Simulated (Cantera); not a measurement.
A Cantera script and what it prints.

```python
import numpy as np
import cantera as ct

gas_names = """
    Br Br2 H HBr HO2 H2 H2O H2O2 O OH O2 O3 Si SiBr SiBr2 SiBr3 SiBr4 SiH SiHBr3 SiH2 SiH2Br2 SiH3
    SiH3Br SiH4 SiO SiO2 Si2 Si3
""".split()
cond_names = """
    Br2(cr) Br2(L) H2O(s) H2O(L) Si(cr) Si(L) SiO2(Lqz) SiO2(hqz) SiO2(L)
""".split()


# ... load() reads the species with a 1 bar reference pressure and builds the phases ...
atoms = {
    'SiO2': {'Si': 1, 'O': 2},
    'HBr': {'H': 1, 'Br': 1},
    'O2': {'O': 2},
}
top_T = {}  # K; cautious upper limits of use, not melting points


# ... equilibrate(T, P, feed) seeds the gas with the atoms and calls Mixture.equilibrate('TP', solver="vcs", rtol=1e-11, max_steps=5000) ...
results = []
feed = {'SiO2': 1, 'HBr': 4.6, 'O2': 11}  # mol
T = 1598  # K
P = 13000  # Pa
mix = equilibrate(T, P, feed)
results.append((T, P, feed, dict(zip(mix.species_names, mix.species_moles))))
print(gas.report(threshold=1e-05))
for i in range(1, mix.n_phases):
    print(f"{mix.phase(i).name:16s} {mix.phase_moles(i):12.5e} mol")
```

It prints:

```
       temperature   1598 K
          pressure   13000 Pa
           density   0.043611 kg/m^3
  mean mol. weight   44.572 kg/kmol
   phase of matter   gas

                          1 kg             1 kmol
                     ---------------   ---------------
          enthalpy        7.6591e+05        3.4138e+07  J
   internal energy        4.6782e+05        2.0852e+07  J
           entropy            6194.6        2.7611e+05  J/K
    Gibbs function       -9.1331e+06       -4.0708e+08  J
 heat capacity c_p            790.95             35255  J/K
 heat capacity c_v            604.42             26940  J/K

                      mass frac. Y      mole frac. X     chem. pot. / RT
                     ---------------   ---------------   ---------------
                Br           0.36654           0.20447            -18.44
               Br2          0.081798          0.022814           -36.881
               HBr          0.059961          0.033031           -35.237
               H2O          0.050454           0.12483           -48.853
                 O         1.105e-05        3.0784e-05           -15.259
                OH        0.00016181        0.00042408           -32.056
                O2           0.44107            0.6144           -30.519
     [  +21 minor]        5.6382e-07        3.6893e-06

Br2(L)            0.00000e+00 mol
Si(cr)            0.00000e+00 mol
SiO2(hqz)         1.00000e+00 mol
```

These are equilibrium values from Cantera (NASA tables, ideal gas, pure condensed phases), not measurements of a reactor. The tables hold silica as quartz up to 1696 K and as liquid above; real silica turns to tridymite and cristobalite and melts near 1996 K. Gases not in the tables: Si(OH)4.
